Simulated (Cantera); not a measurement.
A perfectly stirred reactor is fed with CH4 : N2 = 1 : 2.3 (molar parts), at 0.0720 bar; it is held at 1750 K, and followed from long to short residence time.

Detailed kinetics in Cantera: GRI-Mech 3.0 (53 species, 325 reactions). GRI-Mech 3.0 stops at C3 and has no aromatics, soot or wall deposition, so with more carbon than oxygen in the feed, carbon stays in small species such as C2H2 where larger ones or solid carbon would form.

One state of this run: x CH4 = 0.0735; x C2H6 = 4.10e-5; x C2H2 = 0.0863; x H2 = 0.262; x H = 0.000258; x HCN = 1.57e-6; x C2H = 5.99e-7. x: mole fraction; the columns are a selection and need not sum to one.

Question: Which value of τ (s) does it belong to?
(A) 1.3
(B) 0.0065
(C) 0.13
(D) 0.063

Answer: C, 0.13
